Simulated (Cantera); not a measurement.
Input: 1 mol C6H6, 0.15 mol O2, 0.024 mol CO2, at 1098 K and 0.320 bar.

Cantera equilibrium calculation (NASA polynomials, part measured and part estimated; ideal gas, pure solids and liquids). Candidate condensed phases: C, C6H6, C7H8, C8H18, H2O; 110 gas species. Equilibrium is a limit: real reactors are often held back by kinetics, nucleation or transport.

Base state: H2 0.886, CO 0.102, CH4 0.00918, H2O 0.00266, CO2 0.000304 (mole fractions); condensed: C(graphite).

Q: What changes in the equilibrium state with this change: CO2 from 0.024 to 0.24 mol?

A: 
```csv
species,before,after
H2,0.886,0.785
CO,0.102,0.202
CH4,0.00918,0.00721
H2O,0.00266,0.00466
CO2,0.000304,0.00119
"C(graphite), mol",5.66,5.45
```

Q: What changes in the equilibrium state with this change: CO2 from 0.024 to 0.14 mol?

A: 
```
species             before     after
----------------  --------  --------
H2                   0.886     0.829
CO                   0.102     0.159
CH4                0.00918   0.00803
H2O                0.00266   0.00387
CO2               0.000304  0.000736
C(graphite), mol      5.66      5.55
```

Q: What changes in the equilibrium state with this change: CO2 from 0.024 to 1.2 mol?

A: 
```tsv
species	before	after
H2	0.886	0.522
CO	0.102	0.462
H2O	0.00266	0.00709
CH4	0.00918	0.00318
CO2	0.000304	0.00623
C(graphite), mol	5.66	4.56
```
